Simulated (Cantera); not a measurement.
Input: 1 mol Si₃N₄, 0.34 mol Si, 7.4 mol N₂, 0.0035 mol C, held at 1773 K and 50.0 Pa.

Method: chemical equilibrium by Gibbs-energy minimisation in Cantera with the NASA 1993 tables (ideal gas, pure condensed phases). Candidate condensed phases: C, Si, SiC, Si₃N₄; 20 gas species. Mutual solubility and eutectic melting of coexisting phases are not modelled. The tables' values for SiN are old estimates; treat these amounts as uncertain. The numbers say what is thermodynamically allowed, not how fast it happens.

Base state: N₂ 0.996, Si 0.00426, Si₂N 7.56e-5, SiN 4.56e-5, Si₂C 3.91e-5, Si₂ 2.37e-5 (mole fractions); condensed: Si(l) + SiC(s).

Q: What changes in the equilibrium state with this change: pressure from 50.0 Pa to 10.0 mbar?

A: 
```tsv
species	before	after
N₂	0.996	1.000
Si	0.00426	0.000145
Si₂N	7.56e-5	7.88e-6
Si₂	2.37e-5	5.51e-7
Si₂C	3.91e-5	1.33e-6
SiN	4.56e-5	6.97e-6
Si(l), mol	3.29	0
SiC(s), mol	0.00313	0.00349
Si₃N₄(s), mol	0	1.11
```
